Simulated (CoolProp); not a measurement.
Values from CoolProp's reference Helmholtz-energy equation of state, Lemmon 2005. It is a short technical equation, of lower accuracy than the large ones.

Problem. For trans-2-butene, give the phase and the Z, speed of sound (m/s), isothermal compressibility (1/MPa), expansivity (1/kK) at 58.45 °C and 11.7 MPa.

Solution. 
- 58.45 °C and 11.7 MPa: liquid; Z 0.411, speed of sound 888, isothermal compressibility 0.00307, expansivity 1.92
